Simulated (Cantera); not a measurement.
Feed: 1 mol SiCl4, 17 mol N2, 1.6 mol H2, at 1225 K and 330 Pa.

Method: chemical equilibrium by Gibbs-energy minimisation in Cantera with the NASA 1993 tables (ideal gas, pure condensed phases). Candidate condensed phases: NH4Cl, Si, Si3N4; 28 gas species. N2 is the only nitrogen source here; it is nearly inert below about 1500 K, so the nitride shown seldom forms there in practice. The tables' values for SiCl3 are old estimates; treat these amounts as uncertain. Equilibrium is a limit: real reactors are often held back by kinetics, nucleation or transport.

Base state: N2 0.837, HCl 0.124, H2 0.0185, SiCl4 0.0171, SiCl3 0.00186, SiCl2 0.00160, SiHCl3 7.94e-5 (mole fractions); condensed: Si3N4(s).

Task: What changes in the equilibrium state with this change: temperature from 1225 K to 923.15 K?

Result: 
| species | before | after |
|---|---|---|
| N2 | 0.837 | 0.840 |
| HCl | 0.124 | 0.115 |
| H2 | 0.0185 | 0.0236 |
| SiCl4 | 0.0171 | 0.0219 |
| SiCl2 | 0.00160 | 2.16e-7 |
| SiCl3 | 0.00186 | 1.08e-5 |
| SiHCl3 | 7.94e-5 | 1.60e-5 |
| Si3N4(s), mol | 0.197 | 0.189 |
